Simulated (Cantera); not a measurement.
**Tantalum, niobium, vanadium and zirconium in process gases: Zr + O2 + H2**

Input: 1 mol Zr, 0.91 mol O2, 6.3 mol H2, equilibrated at 7.00e-6 bar.

Method: chemical equilibrium by Gibbs-energy minimisation in Cantera with the NASA 1993 tables (ideal gas, pure condensed phases). Candidate condensed phases: H2O, Zr, ZrO2; 12 gas species. Mutual solubility and eutectic melting of coexisting phases are not modelled. Condensed phases not in the tables: N, O or C dissolved in the metal. Kinetics and transport are ignored.

```csv
T (°C),x H2,x H,x ZrO,x ZrO2,x O,x Zr,x OH,n Zr(β),n ZrO2(monoclinic),n ZrO2(tetragonal)
1177,0.996,0.00357,5.68e-9,<1e-12,<1e-12,3.73e-10,<1e-12,0.0900,0.910,0
1277,0.988,0.0118,1.57e-7,5.90e-12,<1e-12,9.44e-9,2.71e-12,0.0900,0,0.910
1377,0.966,0.0338,2.87e-6,2.33e-10,1.16e-12,1.61e-7,4.06e-11,0.0900,0,0.910
1477,0.916,0.0841,3.76e-5,5.99e-9,3.18e-11,1.98e-6,4.40e-10,0.0899,0,0.910
1577,0.816,0.184,0.000370,1.08e-7,6.10e-10,1.86e-5,3.55e-9,0.0886,0,0.909
1677,0.648,0.349,0.00287,1.43e-6,8.64e-9,0.000139,2.17e-8,0.0779,0,0.899
1777,0.423,0.558,0.0182,1.47e-5,9.46e-8,0.000847,9.94e-8,0.000845,0,0.828
1877,0.226,0.757,0.0170,0.000122,4.70e-6,0.000136,1.99e-6,0,0,0.820
1977,0.0992,0.884,0.0156,0.000827,0.000169,2.46e-5,2.74e-5,0,0,0.808
2077,0.0393,0.934,0.0183,0.00476,0.00352,8.22e-6,0.000219,0,0,0.714
```
x: gas mole fraction; n: condensed amount in mol.

At 1177 °C the condensed part is Zr(β) + ZrO2(monoclinic). From 1277 °C to 1777 °C the condensed part is Zr(β) + ZrO2(tetragonal). From 1877 °C to 2077 °C the condensed part is ZrO2(tetragonal).
